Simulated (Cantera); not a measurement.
A closed system holds: 1 mol SiH4, 92 mol H2, at 1377 °C and 0.150 bar.

Equilibrium computed with Cantera from the NASA thermochemical tables; the gas is ideal and each condensed phase is pure. Candidate condensed phases: Si; 9 gas species. Kinetics and transport are ignored.

Base state: H2 1.000, H 0.000235 (mole fractions); condensed: Si(s).

Problem. What changes in the equilibrium state with this change: 0.21 mol NH3 added?

Solution. 
| species | before | after |
|---|---|---|
| H2 | 1.000 | 0.999 |
| N2 | 0 | 0.00111 |
| H | 0.000235 | 0.000234 |
| Si(s), mol | 0.999 | 0.999 |
Further candidate phases: Si3N4.
